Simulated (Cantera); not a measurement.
Chlorosilane synthesis and conversion: SiCl₄ + HCl + H₂

Charge: 1 mol SiCl₄, 0.91 mol HCl, 15 mol H₂, at 0.290 bar.

Method: chemical equilibrium by Gibbs-energy minimisation in Cantera with the NASA 1993 tables (ideal gas, pure condensed phases). Candidate condensed phases: Si; 19 gas species. The tables' values for SiCl₃ are old estimates; treat these amounts as uncertain. Kinetics and transport are ignored.

From 1100 K to 1650 K nothing is condensed. The main Si-bearing gas is SiCl₄ at 1100 K and SiCl₂ at 1650 K.

```csv
T (K),x H₂,x HCl,x SiCl₂,x SiCl₄,x SiHCl₃,x SiCl₃,x SiH₂Cl₂,x H
1100,0.876,0.0654,0.000321,0.0480,0.00948,0.00105,0.000224,4.49e-8
1150,0.871,0.0698,0.00106,0.0443,0.0112,0.00207,0.000357,1.29e-7
1200,0.865,0.0762,0.00287,0.0396,0.0122,0.00360,0.000495,3.41e-7
1250,0.856,0.0850,0.00639,0.0339,0.0122,0.00550,0.000594,8.31e-7
1300,0.846,0.0962,0.0118,0.0274,0.0110,0.00739,0.000620,1.89e-6
1350,0.833,0.109,0.0187,0.0206,0.00904,0.00880,0.000577,4.04e-6
1400,0.821,0.122,0.0262,0.0144,0.00686,0.00941,0.000493,8.18e-6
1450,0.810,0.133,0.0332,0.00927,0.00487,0.00918,0.000396,1.58e-5
1500,0.802,0.142,0.0391,0.00561,0.00328,0.00830,0.000305,2.93e-5
1550,0.795,0.148,0.0436,0.00324,0.00214,0.00712,0.000230,5.22e-5
1600,0.791,0.153,0.0469,0.00183,0.00137,0.00591,0.000172,8.98e-5
1650,0.788,0.155,0.0492,0.00104,0.000883,0.00482,0.000128,0.000150
```
x: gas mole fraction; nothing condenses.
